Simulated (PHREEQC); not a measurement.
Make-up at 75 °C: 0.21 mol/kgw CdI2. Closed to the air; pH follows from the charge balance.

All values are PHREEQC results (ion-association model, wateq4f.dat), not measurements.

Each row changes one thing in this solution. No solid was allowed to form.

```tsv
case	pH	ionic strength (mol/kgw)	Cd+2 (mol/kgw)	CdOH+ (mol/kgw)	Cd2OH+3 (mol/kgw)
as made	5.38	0.118	0.0217	4.32e-6	8.45e-7
diluted 10-fold with water	5.53	0.0315	0.00809	3.17e-6	1.53e-7
CdI2 from 0.21 to 0.042 mol/kgw	5.48	0.0484	0.0114	3.58e-6	2.78e-7
CdI2 replaced by CdBr2 at the same molality	5.40	0.187	0.0218	4.12e-6	9.24e-7
CdI2 replaced by CdCl2 at the same molality	5.03	0.204	0.0261	2.07e-6	5.71e-7
```

Away from 25 °C the constants follow the database's enthalpies or fits; those with neither stay at their 25 °C values.
